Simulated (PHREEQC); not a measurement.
1.4 g of hydrous ferric oxide (600 m²/g; 0.2 weak and 0.005 strong sites per Fe, Dzombak-Morel constants, diffuse double layer) in 1 kg of water with 0.05 mol/kgw of an inert sodium salt, at 25 °C; the pH is set by adding NaOH or the inert anion's acid. Oxygen is held at 0.21 atm. CO2 from the air is kept out. No solid was allowed to form.

Computed with PHREEQC (ion-association model, wateq4f.dat).

| pH | surface charge σ (C/m²) | surface potential ψ (mV) |
|---|---|---|
| 3 | 0.357 | 169 |
| 3.5 | 0.336 | 166 |
| 4.5 | 0.239 | 149 |
| 5 | 0.181 | 135 |
| 6 | 0.089 | 99 |
| 6.5 | 0.058 | 78 |
| 7.5 | 0.017 | 31 |
| 8 | 0.003 | 6 |
| 9 | -0.026 | -45 |
| 9.5 | -0.046 | -69 |
| 10.5 | -0.111 | -110 |
| 11 | -0.159 | -128 |

Species that the database lacks are ignored. The oxide is taken as insoluble; below pH 4 it would dissolve.
